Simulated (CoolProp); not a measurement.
A single-stage vapour-compression cycle with vinyl chloride: evaporating at 239.15 K (dew point), condensing at 273.15 K (bubble point), superheat 5 K, subcooling 5 K, compressor efficiency 0.75, no pressure losses. Each further row changes one setting.

Computed with CoolProp (reference Helmholtz-energy equation of state, Thol 2022).

```csv
case,cooling COP,pressure ratio,discharge temperature (K),refrigerating effect (kJ/kg),volumetric capacity (kJ/m³)
as stated,4.78,4.24,329.3,332,424
evaporating temperature 244.15 K,5.83,3.33,320.3,336,537
condensing temperature 268.15 K,5.69,3.52,318.1,340,434
subcooling 10 K,4.89,4.24,329.3,340,434
superheat 15 K,4.71,4.24,340.4,340,416
compressor efficiency 0.65,4.14,4.24,340.6,332,424
```
